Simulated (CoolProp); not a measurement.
Vapour-liquid equilibrium of R134a (1) + isobutane (2) at 28.65 °C; x and y are mole fractions of (1).

Model: multi-fluid Helmholtz-energy mixture model, Tillner-Roth 1994 and Bücker 2006; pair parameters Bell 2016, in CoolProp.

| x | bubble pressure, mixture model (MPa) | bubble pressure, Raoult's law (MPa) | y, mixture model | y, Raoult's law |
|---|---|---|---|---|
| 0.05 | 0.4926 | 0.4071 | 0.223 | 0.091 |
| 0.2 | 0.6846 | 0.4598 | 0.481 | 0.322 |
| 0.35 | 0.7744 | 0.5125 | 0.577 | 0.506 |
| 0.5 | 0.8183 | 0.5652 | 0.636 | 0.655 |
| 0.65 | 0.8393 | 0.6178 | 0.690 | 0.779 |
| 0.8 | 0.8372 | 0.6705 | 0.764 | 0.884 |
| 0.95 | 0.7831 | 0.7232 | 0.911 | 0.973 |

The largest gap from Raoult's law is +51.1 % in bubble pressure, at x = 0.35. y crosses x between x = 0.65 and 0.8: the model has an azeotrope there.

The pair parameters rest on a limited set of measurements; away from them the model extrapolates. With so large a gap from Raoult's law the liquid may split in two, which this calculation doesn't test in full.
